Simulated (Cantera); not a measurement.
Feed: 1 mol c-C₄F₈, 1 mol CH₄, 0.55 mol H₂, 0.45 mol Si, held at 2200 K and 10.0 mbar.

Equilibrium computed with Cantera from the NASA thermochemical tables; the gas is ideal and each condensed phase is pure. Candidate condensed phases: C, C₆H₆, C₇H₈, C₈H₁₈, Si, SiC; 113 gas species. The feed counts by its element totals alone. The tables' values for SiF₃ are old estimates; treat these amounts as uncertain. Gases not in the tables: C₂F₆ and larger saturated fluorocarbons. Rates play no part.

What is the equilibrium state?

x(HF): 0.817
x(SiF₄): 0.0720
x(F): 0.0591
x(CF₂): 0.0427
x(CF₄): 0.00727
x(CF₃): 0.000779
x(CF): 0.000670
x(SiF₃): 0.000104
x(H): 3.78e-5
n(C(graphite)): 4.68 mol
gas amount: 6.239 mol
log10 activity of Si(l) (absent): -15.24
